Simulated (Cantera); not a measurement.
A perfectly stirred reactor is fed with 13.0 % C₂H₆, 87.0 % N₂, at 0.000138 atm; it is held at 1850 K, and followed from long to short residence time.

Computed with Cantera and GRI-Mech 3.0 (53 species, 325 reactions). GRI-Mech 3.0 stops at C3 and has no aromatics, soot or wall deposition, so with more carbon than oxygen in the feed, carbon stays in small species such as C2H2 where larger ones or solid carbon would form. Radical loss at walls, strong at low pressure, is not modelled.

One state of this run: x C₂H₆ = 0.126; x CH₄ = 4.31e-5; x C₂H₄ = 8.08e-6; x H = 1.11e-5; x HCN = 2.58e-12; x H₂ = 1.01e-5. x: mole fraction; the columns are a selection and need not sum to one.

Question: Which value of τ (s) does it belong to?
A. 0.00033
B. 1.9
C. 0.047
D. 0.0011

Answer: A, 0.00033
